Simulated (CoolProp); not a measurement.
CF4 (R14) at 346.66 K and 0.111 MPa is throttled through a valve to 0.0765 MPa with no heat exchange. Each further row changes one setting.

The numbers come from the reference Helmholtz-energy equation of state, Platzer 1990 in CoolProp. This equation is an older, rougher fit.

| case | temperature change (K) | final density (kg/m³) |
|---|---|---|
| as stated | [?] | 2.34 |
| outlet pressure 0.0229 MPa | [?] | [?] |
| outlet pressure 0.0994 MPa | [?] | 3.04 |

Complete the blanks.


- as stated, temperature change (K): -0.1
- outlet pressure 0.0229 MPa, temperature change (K): -0.3
- outlet pressure 0.0229 MPa, final density (kg/m³): 0.700
- outlet pressure 0.0994 MPa, temperature change (K): -0.0
